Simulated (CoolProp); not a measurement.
Vapour-liquid equilibrium of toluene (1) + ethylbenzene (2) at 0.0369 bar; x and y are mole fractions of (1).

The numbers come from the multi-fluid Helmholtz-energy mixture model, Lemmon 2006 and Zhou 2012; pair parameters Bell 2016 in CoolProp.

Question: Give the bubble temperature and the first vapour's composition at x = 0.275, 0.5, 0.65. Is there an azeotrope?

Answer: x = 0.275: 37.3 °C, y = 0.504; x = 0.5: 32.6 °C, y = 0.732; x = 0.65: 29.9 °C, y = 0.840. No azeotrope shows between x = 0.05 and 0.95.

The pair parameters rest on a limited set of measurements; away from them the model extrapolates.
